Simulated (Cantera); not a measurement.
What does this Cantera script print?

```python
import numpy as np
import cantera as ct

gas = ct.Solution("gri30.yaml")
gas.TPX = 325, 11000, {'C3H8': 1, 'O2': 6.58, 'N2': 24.7, 'H2O': 8}
flame = ct.FreeFlame(gas, width=0.19)
flame.set_refine_criteria(ratio=3, slope=0.08, curve=0.16)
flame.transport_model = "mixture-averaged"
flame.solve(loglevel=0, auto=True)
flame.transport_model = "multicomponent"
flame.soret_enabled = False
flame.solve(loglevel=0, refine_grid=True)
z, T = flame.grid, flame.T
thick = (T[-1] - T[0]) / np.gradient(T, z).max()
show = ['C3H8', 'O2', 'H2O', 'CH2CO', 'CH4', 'OH']
print(f"laminar burning velocity  {flame.velocity[0] * 100:.3f} cm/s")
print(f"burnt temperature         {T[-1]:.1f} K")
print(f"thermal thickness         {thick * 1e3:.4f} mm")
print(f"grid points               {len(z)}")
z0 = z[flame.heat_release_rate.argmax()]
print(f"{'z/mm':>9s}{'T/K':>9s}{'u/(m/s)':>9s}" + "".join(f"{s:>11s}" for s in show))
rows = []
for k in (-3, -2, -1.5, -1, -0.5, -0.25, 0, 0.25, 0.5, 1, 2, 4, 8):
    zz = z0 + k * thick
    rows.append([k * thick, np.interp(zz, z, T), np.interp(zz, z, flame.velocity),
                 *(np.interp(zz, z, flame.X[gas.species_index(s)]) for s in show)])
    print(f"{rows[-1][0] * 1e3:9.3f}{rows[-1][1]:9.1f}{rows[-1][2]:9.3f}" + "".join(f"{x:11.3e}" for x in rows[-1][3:]))
```

It prints:

```
laminar burning velocity  31.483 cm/s
burnt temperature         1680.9 K
thermal thickness         4.5743 mm
grid points               144
     z/mm      T/K  u/(m/s)       C3H8         O2        H2O      CH2CO        CH4         OH
  -13.723    325.1    0.315  2.482e-02  1.633e-01  1.985e-01  4.191e-10  1.801e-07  1.564e-14
   -9.149    326.0    0.316  2.480e-02  1.631e-01  1.984e-01  1.199e-08  2.432e-06  5.205e-12
   -6.861    330.4    0.321  2.477e-02  1.626e-01  1.985e-01  1.143e-07  1.255e-05  2.701e-10
   -4.574    369.9    0.361  2.458e-02  1.593e-01  2.011e-01  2.612e-06  1.006e-04  5.106e-08
   -2.287    665.5    0.659  1.960e-02  1.351e-01  2.205e-01  6.997e-05  7.751e-04  6.981e-06
   -1.144    976.6    0.983  8.755e-03  1.062e-01  2.415e-01  2.760e-04  1.394e-03  8.344e-05
    0.000   1273.7    1.298  4.109e-04  7.302e-02  2.632e-01  4.321e-04  8.614e-04  1.108e-03
    1.144   1389.7    1.413  5.007e-07  5.566e-02  2.720e-01  5.792e-05  1.080e-04  2.944e-03
    2.287   1431.2    1.448  2.191e-10  4.947e-02  2.736e-01  1.894e-06  6.914e-06  3.885e-03
    4.574   1483.5    1.493  2.400e-15  4.501e-02  2.745e-01  1.567e-09  2.430e-08  4.471e-03
    9.149   1543.4    1.546  1.089e-15  4.210e-02  2.778e-01  2.057e-14  8.596e-13  4.496e-03
   18.297   1600.1    1.598  3.659e-16  3.998e-02  2.827e-01  6.027e-15  3.013e-15  3.949e-03
   36.594   1642.8    1.637  9.399e-17  3.848e-02  2.867e-01  1.591e-15  7.393e-16  3.021e-03
```

Model: GRI-Mech 3.0 (53 species, 325 reactions), integrated in Cantera. GRI-Mech 3.0 was tuned for natural gas; its chemistry of propane as a main component is partial and can be far from experiment. Burning velocities carry a grid error of a few per cent, more on coarse grids.
